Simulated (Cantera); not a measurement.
# Diamond growth

A diamond (100) surface in a fixed gas of H2 with x(CH4) = 0.025, x(CH3) = 1.8e-05, at 900 K, 25.5 Torr; coverages are run to steady state.

Model: the Harris–Goodwin 1993 mechanism for the reconstructed diamond (100) surface, integrated in Cantera.

```tsv
x(H)	growth (µm/h)	θ c6HH	θ c6H*	θ c6*H	θ c6**	θ c6HM
0.0001	0.128	0.613	0.00889	0.249	0.00279	0.101
0.00021	0.155	0.646	0.00958	0.268	0.00347	0.0586
0.00044	0.173	0.667	0.0100	0.280	0.00391	0.0311
0.00094	0.183	0.680	0.0102	0.287	0.00416	0.0154
0.002	0.188	0.686	0.0104	0.290	0.00429	0.00744
0.0042	0.191	0.689	0.0104	0.292	0.00436	0.00359
0.0088	0.192	0.691	0.0105	0.292	0.00439	0.00172
0.018	0.192	0.691	0.0106	0.293	0.00441	0.000846
0.039	0.193	0.692	0.0107	0.293	0.00443	0.000391
```
θ: site fractions in the mechanism's names (c6HH fully hydrogenated, c6H* and c6*H radical sites, c6** diradical, c6HM methylated).
